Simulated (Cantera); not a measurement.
Cantera run, input and output.

```python
import numpy as np
import cantera as ct

surf = ct.Interface("ptcombust.yaml", "Pt_surf")
gas = surf.adjacent["gas"]
gas.TPX = 1025, 101325, {'CH4': 0.0042, 'O2': 0.038, 'N2': 0.79}
surf.TP = 1025, 101325
reactor = ct.FlowReactor(gas, clone=False)
reactor.area = 0.0001  # m2
reactor.surface_area_to_volume_ratio = 1200  # 1/m
reactor.mass_flow_rate = 0.16 * reactor.area * gas.density  # inlet velocity 0.16 m/s
reactor.energy_enabled = False
wall = ct.ReactorSurface(surf, reactor, clone=False)
net = ct.ReactorNet([reactor])
net.rtol, net.atol = 1e-8, 1e-16
show, cover = ['CH4', 'O2', 'H2O', 'CO2', 'CO'], ['PT(S)', 'H(S)', 'O(S)', 'OH(S)', 'CO(S)', 'C(S)']

rows = []
print(f"{'z/m':>9s}{'u/(m/s)':>9s}" + "".join(f"{s:>13s}" for s in show + cover))
for z in [0.0001, 0.00019, 0.00033, 0.00059, 0.001, 0.0019, 0.0033, 0.0059, 0.01]:
    net.advance(z)
    rows.append([reactor.speed, *gas[show].X, *surf[cover].coverages])
    print(f"{z:9.4g}{rows[-1][0]:9.3g}" + "".join(f"{x:13.4e}" for x in rows[-1][1:]))
```

Output:

```
      z/m  u/(m/s)          CH4           O2          H2O          CO2           CO        PT(S)         H(S)         O(S)        OH(S)        CO(S)         C(S)
   0.0001     0.16   4.5265e-03   4.4624e-02   1.0398e-03   5.1686e-04   2.9346e-06   2.7134e-01   1.7634e-07   7.2804e-01   6.1659e-04   8.9052e-06   6.2932e-08
  0.00019     0.16   4.1011e-03   4.3774e-02   1.8896e-03   9.4183e-04   2.6649e-06   2.7213e-01   2.3482e-07   7.2704e-01   8.1841e-04   8.1341e-06   5.7482e-08
  0.00033     0.16   3.5125e-03   4.2599e-02   3.0647e-03   1.5294e-03   2.2900e-06   2.7330e-01   2.9867e-07   7.2566e-01   1.0354e-03   7.0489e-06   4.9812e-08
  0.00059     0.16   2.6239e-03   4.0826e-02   4.8380e-03   2.4158e-03   1.7196e-06   2.7514e-01   3.7760e-07   7.2355e-01   1.2972e-03   5.3636e-06   3.7902e-08
    0.001     0.16   1.6427e-03   3.8870e-02   6.7947e-03   3.3937e-03   1.0833e-06   2.7730e-01   4.5222e-07   7.2116e-01   1.5371e-03   3.4302e-06   2.4238e-08
   0.0019     0.16   5.7469e-04   3.6742e-02   8.9232e-03   4.4571e-03   3.8243e-07   2.7977e-01   5.2522e-07   7.1847e-01   1.7635e-03   1.2297e-06   8.6867e-09
   0.0033     0.16   1.0945e-04   3.5815e-02   9.8508e-03   4.9203e-03   7.4187e-08   2.8089e-01   5.5531e-07   7.1726e-01   1.8542e-03   2.3717e-07   1.6724e-09
   0.0059     0.16   4.9625e-06   3.5605e-02   1.0060e-02   5.0250e-03   4.5277e-09   2.8114e-01   5.6200e-07   7.1698e-01   1.8742e-03   1.1205e-08   7.6019e-11
     0.01     0.16   3.7567e-08   3.5594e-02   1.0072e-02   5.0308e-03   9.3230e-10   2.8116e-01   5.6236e-07   7.1696e-01   1.8752e-03   4.1319e-10   5.7556e-13
```

Model: Deutschmann's 1995 Pt surface mechanism with GRI-Mech 3.0 gas chemistry, integrated in Cantera. Catalytic surfaces can have several steady states; this one follows from the mechanism file's or the stated starting coverage. Mass transfer to the wall is taken as infinitely fast.
